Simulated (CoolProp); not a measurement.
Saturation properties of sulfur dioxide.

The numbers come from the reference Helmholtz-energy equation of state, Gao 2016 in CoolProp.

```json
[
 {"T (K)": "267.5", "p (bar)": "1.227", "liquid density (kg/m³)": "1450", "vapour density (kg/m³)": "3.649", "enthalpy of vaporisation (kJ/kg)": "385.7", "liquid cp (kJ/(kg K))": "1.363"},
 {"T (K)": "278.4", "p (bar)": "1.919", "liquid density (kg/m³)": "1421", "vapour density (kg/m³)": "5.548", "enthalpy of vaporisation (kJ/kg)": "375.7", "liquid cp (kJ/(kg K))": "1.370"},
 {"T (K)": "289.3", "p (bar)": "2.887", "liquid density (kg/m³)": "1392", "vapour density (kg/m³)": "8.147", "enthalpy of vaporisation (kJ/kg)": "365.2", "liquid cp (kJ/(kg K))": "1.381"},
 {"T (K)": "300.2", "p (bar)": "…", "liquid density (kg/m³)": "1361", "vapour density (kg/m³)": "11.61", "enthalpy of vaporisation (kJ/kg)": "354.3", "liquid cp (kJ/(kg K))": "1.396"},
 {"T (K)": "311.1", "p (bar)": "5.925", "liquid density (kg/m³)": "1329", "vapour density (kg/m³)": "16.14", "enthalpy of vaporisation (kJ/kg)": "…", "liquid cp (kJ/(kg K))": "1.415"},
 {"T (K)": "322", "p (bar)": "8.148", "liquid density (kg/m³)": "1297", "vapour density (kg/m³)": "21.96", "enthalpy of vaporisation (kJ/kg)": "…", "liquid cp (kJ/(kg K))": "1.439"},
 {"T (K)": "332.9", "p (bar)": "10.95", "liquid density (kg/m³)": "1262", "vapour density (kg/m³)": "…", "enthalpy of vaporisation (kJ/kg)": "317.0", "liquid cp (kJ/(kg K))": "1.471"},
 {"T (K)": "343.8", "p (bar)": "14.42", "liquid density (kg/m³)": "1226", "vapour density (kg/m³)": "38.66", "enthalpy of vaporisation (kJ/kg)": "302.7", "liquid cp (kJ/(kg K))": "1.511"},
 {"T (K)": "354.7", "p (bar)": "18.64", "liquid density (kg/m³)": "1187", "vapour density (kg/m³)": "50.33", "enthalpy of vaporisation (kJ/kg)": "287.1", "liquid cp (kJ/(kg K))": "1.564"}
]
```

Some entries are withheld; supply them.


- 300.2, p (bar): 4.198
- 311.1, enthalpy of vaporisation (kJ/kg): 342.6
- 322, enthalpy of vaporisation (kJ/kg): 330.3
- 332.9, vapour density (kg/m³): 29.35

It boils at 263.1 K under 1 atm.
